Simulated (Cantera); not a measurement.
Silicon carbide growth: Si(CH₃)₄ + H₂ + C₂H₄

Feed: 1 mol Si(CH₃)₄, 110 mol H₂, 1.3 mol C₂H₄, held at 0.250 bar.

Cantera equilibrium calculation (NASA polynomials, part measured and part estimated; ideal gas, pure solids and liquids). Candidate condensed phases: C, C₆H₆, C₇H₈, C₈H₁₈, Si, SiC; 87 gas species. Gases not in the tables: Si₂H₆ and higher silanes. The numbers say what is thermodynamically allowed, not how fast it happens.

From 1498 K to 2298 K the condensed part is C(graphite) + SiC(s). The main Si-bearing gas is SiH₂ at 1498 K and Si at 2298 K.

| T (K) | x H₂ | x H | x C₂H₂ (acetylene) | x CH₄ | x Si | x SiH | x SiC₂ | n C(graphite) | n SiC(s) |
|---|---|---|---|---|---|---|---|---|---|
| 1498 | 0.999 | 3.44e-5 | 8.81e-6 | 0.000648 | 2.90e-10 | 4.69e-10 | <1e-12 | 5.52 | 1.000 |
| 1598 | 0.999 | 0.000106 | 2.69e-5 | 0.000411 | 3.91e-9 | 4.28e-9 | 1.50e-11 | 5.54 | 1.000 |
| 1698 | 0.999 | 0.000289 | 7.20e-5 | 0.000276 | 3.86e-8 | 3.00e-8 | 2.99e-10 | 5.55 | 1.000 |
| 1798 | 0.999 | 0.000704 | 0.000172 | 0.000193 | 2.94e-7 | 1.69e-7 | 4.24e-9 | 5.54 | 1.000 |
| 1898 | 0.998 | 0.00156 | 0.000375 | 0.000141 | 1.81e-6 | 7.89e-7 | 4.53e-8 | 5.49 | 0.999 |
| 1998 | 0.996 | 0.00320 | 0.000755 | 0.000106 | 9.26e-6 | 3.15e-6 | 3.80e-7 | 5.41 | 0.998 |
| 2098 | 0.992 | 0.00613 | 0.00142 | 8.16e-5 | 4.05e-5 | 1.10e-5 | 2.59e-6 | 5.26 | 0.992 |
| 2198 | 0.986 | 0.0111 | 0.00250 | 6.42e-5 | 0.000154 | 3.40e-5 | 1.47e-5 | 5.02 | 0.970 |
| 2298 | 0.976 | 0.0189 | 0.00418 | 5.12e-5 | 0.000523 | 9.52e-5 | 7.17e-5 | 4.66 | 0.899 |
x: gas mole fraction; n: condensed amount in mol.
